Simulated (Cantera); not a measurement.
## Ammonia decomposition in nitride growth gas

An isothermal, constant-pressure homogeneous reactor starts with NH3 : H2 = 1 : 24 (molar parts), at 2100 K and 0.168 atm.

Cantera simulation using the gas-phase N/H chemistry of the illustrative SiF4/NH3 mechanism in the Surface Chemkin manual (1991); the numbers are that mechanism's predictions, not measurements. Walls and surfaces, which speed up NH3 decomposition in real reactors, are not modelled.

```
t (s)       x NH3   x H2      x N2       x H    x N2H2       x N     x NH2
--------  -------  -----  --------  --------  --------  --------  --------
2.00e-6    0.0400  0.960    <1e-12   8.10e-7    <1e-12    <1e-12   1.96e-7
1.38e-5    0.0400  0.960    <1e-12   6.06e-6    <1e-12    <1e-12   8.57e-7
9.46e-5    0.0400  0.960  1.23e-10   4.22e-5  2.69e-11  2.21e-11   5.38e-6
0.000650   0.0400  0.960   2.11e-7  0.000289   2.02e-9   7.32e-9   3.63e-5
0.00447    0.0394  0.959  0.000188   0.00160   1.64e-7   1.20e-6  0.000197
0.0308     0.0293  0.963   0.00504   0.00214   1.95e-7   2.10e-6  0.000195
0.211     0.00248  0.974    0.0180   0.00511   1.43e-8   2.39e-6   3.91e-5
1.45      3.66e-5  0.973    0.0191   0.00750  8.61e-12   1.13e-7   8.49e-7
10.0      4.48e-6  0.973    0.0192   0.00750    <1e-12   1.38e-8   1.04e-7
```
x: mole fraction; the columns are a selection and need not sum to one.

Equilibrium at this temperature and pressure: NH3 3.87e-7, H2 0.973, N2 0.0192, H 0.00750, N2H2 <1e-12, N 1.19e-9, NH2 8.97e-9 (gas phase only).
